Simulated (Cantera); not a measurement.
An isothermal, constant-pressure homogeneous reactor starts with 3.10 % H₂, 96.9 % O₂, equivalence ratio 0.016, at 1048 K and 0.00290 bar.

Cantera simulation using the H2/O2 subset of GRI-Mech 3.0, which has no nitrogen chemistry; the numbers are that mechanism's predictions, not measurements. Radical loss at walls, strong at low pressure, is not modelled.

x: mole fraction; the columns are a selection and need not sum to one.

| t (s) | x H₂ | x O₂ | x O | x OH | x H₂O₂ |
|---|---|---|---|---|---|
| 0.000900 | 0.0310 | 0.969 | 1.27e-10 | 9.73e-11 | <1e-12 |
| 0.00247 | 0.0310 | 0.969 | 8.45e-10 | 5.15e-10 | <1e-12 |
| 0.00678 | 0.0310 | 0.969 | 1.61e-8 | 8.78e-9 | <1e-12 |
| 0.0186 | 0.0310 | 0.969 | 2.08e-5 | 1.12e-5 | 1.68e-11 |
| 0.0511 | 0.000665 | 0.946 | 0.0193 | 0.00164 | [?] |
| 0.140 | 0.000316 | 0.948 | 0.0182 | 0.00121 | 1.12e-8 |
| 0.385 | 0.000224 | 0.955 | 0.0125 | 0.00102 | 1.18e-8 |
| 1.06 | 0.000100 | 0.962 | 0.00547 | 0.000680 | 1.25e-8 |
| 2.90 | 2.44e-5 | 0.967 | 0.00132 | 0.000336 | 1.15e-8 |
| 7.96 | 4.02e-6 | 0.968 | 0.000220 | 0.000137 | [?] |
| 21.9 | 6.38e-7 | 0.968 | 3.52e-5 | 5.50e-5 | [?] |
| 60.0 | 1.18e-7 | 0.968 | 6.58e-6 | 2.38e-5 | [?] |

Question: Some entries are withheld; supply them.

Answer: 
- 0.0511, x H₂O₂: 1.76e-8
- 7.96, x H₂O₂: 8.01e-9
- 21.9, x H₂O₂: 4.01e-9
- 60.0, x H₂O₂: 1.61e-9
